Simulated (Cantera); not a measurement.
Input (Python, Cantera) and output of one run.

```python
import numpy as np
import cantera as ct

gas_names = """
    AL ALCL ALCL2 ALCL3 ALH ALN AL2 AL2CL6 CL CL2 H HCL H2 N NH NH2 NH3 N2 N2H2 N2H4
""".split()
cond_names = """
    AL(cr) AL(L) ALCL3(s) ALCL3(L) ALN(s) NH4CL(a) NH4CL(b)
""".split()


# ... load() reads the species with a 1 bar reference pressure and builds the phases ...
atoms = {
    'AlCl3': {'AL': 1, 'CL': 3},
    'NH3': {'N': 1, 'H': 3},
    'N2': {'N': 2},
}
top_T = {'ALN(s)': 2750}  # K; cautious upper limits of use, not melting points


# ... equilibrate(T, P, feed) seeds the gas with the atoms and calls Mixture.equilibrate('TP', solver="vcs", rtol=1e-11, max_steps=5000) ...
results = []
feed = {'AlCl3': 1, 'NH3': 18, 'N2': 61}  # mol
P = 3900  # Pa
for T in [1125, 1225, 1325, 1425, 1525, 1625, 1725, 1825, 1925, 2025, 2125]:
    mix = equilibrate(T, P, feed)
    results.append((T, P, feed, dict(zip(mix.species_names, mix.species_moles))))

top = {s: max(r[3][s] / sum(r[3][g] for g in gas_names) for r in results) for s in gas_names}
cols = sorted((s for s in top if top[s] > 0.001), key=lambda s: -top[s])[:7]
seen = [c for c in cond_names if any(r[3].get(c, 0) > 1e-12 for r in results)]
print("log10 of partial pressures in bar; condensed amounts in mol")
print(f"{'T/K':>10s}" + "".join(f"{s[:9]:>10s}" for s in cols + seen))
for T, P, feed, n in results:
    ng = sum(n[g] for g in gas_names)
    print(f"{T:10.4g}" + "".join(f"{np.log10(max(n[s] / ng * P / 1e5, 1e-99)):10.3f}" for s in cols)
          + "".join(f"{n.get(c, 0):10.4g}" for c in seen))
```

It prints:

```
log10 of partial pressures in bar; condensed amounts in mol
       T/K        N2        H2       HCL      ALCL         H     ALCL3     ALCL2    ALN(s)
      1125    -1.558    -1.989    -3.007    -8.483    -8.347    -4.154    -7.177    0.8234
      1225    -1.558    -1.989    -3.015    -7.155    -7.501    -4.122    -6.361    0.8092
      1325    -1.558    -1.988    -3.022    -6.032    -6.781    -4.100    -5.674    0.7928
      1425    -1.558    -1.988    -3.033    -5.075    -6.160    -4.095    -5.095    0.7564
      1525    -1.558    -1.988    -3.059    -4.263    -5.620    -4.142    -4.628    0.6216
      1625    -1.559    -1.987    -3.142    -3.614    -5.145    -4.365    -4.341    0.1598
      1725    -1.559    -1.988    -3.142    -3.465    -4.725    -4.835    -4.437         0
      1825    -1.560    -1.990    -3.124    -3.438    -4.351    -5.325    -4.611         0
      1925    -1.560    -1.992    -3.118    -3.426    -4.015    -5.791    -4.788         0
      2025    -1.561    -1.994    -3.116    -3.421    -3.713    -6.225    -4.957         0
      2125    -1.562    -1.999    -3.119    -3.420    -3.439    -6.627    -5.116         0
```

Method: chemical equilibrium by Gibbs-energy minimisation in Cantera with the NASA 1993 tables (ideal gas, pure condensed phases). The tables' values for AlCl2 are old estimates; treat these amounts as uncertain.
